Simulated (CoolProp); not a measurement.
Vapour-liquid equilibrium of o-xylene (1) + n-nonane (2) at 21.75 °C; x and y are mole fractions of (1).

The numbers come from the multi-fluid Helmholtz-energy mixture model, Zhou 2012 and Lemmon 2006; pair parameters Bell 2016 in CoolProp.

```
x     bubble pressure, mixture model (MPa)  bubble pressure, Raoult's law (MPa)  y, mixture model  y, Raoult's law
----  ------------------------------------  -----------------------------------  ----------------  ---------------
0.05                                   [?]                            0.0004851             0.097            0.076
0.2                              0.0005638                            0.0005251               [?]            0.281
0.35                                   [?]                            0.0005650               [?]            0.457
0.5                              0.0006624                            0.0006050               [?]            0.610
0.65                                   [?]                            0.0006449             0.727            0.744
0.8                              0.0007205                            0.0006849             0.835            0.862
0.95                             0.0007357                            0.0007249             0.954            0.967
```

Q: What belongs in the gaps?

A: 
- 0.05, bubble pressure, mixture model (MPa): 0.0004967
- 0.2, y, mixture model: 0.325
- 0.35, bubble pressure, mixture model (MPa): 0.0006188
- 0.35, y, mixture model: 0.489
- 0.5, y, mixture model: 0.617
- 0.65, bubble pressure, mixture model (MPa): 0.0006959

The largest gap from Raoult's law is +9.5 % in bubble pressure, at x = 0.35. No azeotrope shows between x = 0.05 and 0.95.

The pair parameters rest on a limited set of measurements; away from them the model extrapolates.
